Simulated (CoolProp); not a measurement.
n-undecane at several states: Z from the reference equation and from simpler models built on Tc = 365.7 °C, pc = 19.90 bar, ω = 0.539; each cubic takes its own stable root.

Model: reference Helmholtz-energy equation of state, Aleksandrov 2011, in CoolProp. It is a short technical equation, of lower accuracy than the large ones.

```
T (°C)  p (bar)   phase  reference
------  -------  ------  ---------
91.65      67.9  liquid     0.5050
114.05     42.2  liquid     0.3042
16.95      52.3  liquid     0.4541
341.45     3.67     gas     0.9127
314.25    0.127     gas     0.9966
274.95     1.77     gas     0.9359
```

Problem. How far does each simpler model (van der Waals, Soave-Redlich-Kwong) lie from the reference over these 6 states: mean and median of the absolute difference, and the worst?

Solution. 
- van der Waals: mean 41.4 %, median 40.7 %, worst +84.8 % at 16.95 °C and 52.3 bar
- Soave-Redlich-Kwong: mean 9.9 %, median 9.5 %, worst +21.5 % at 16.95 °C and 52.3 bar
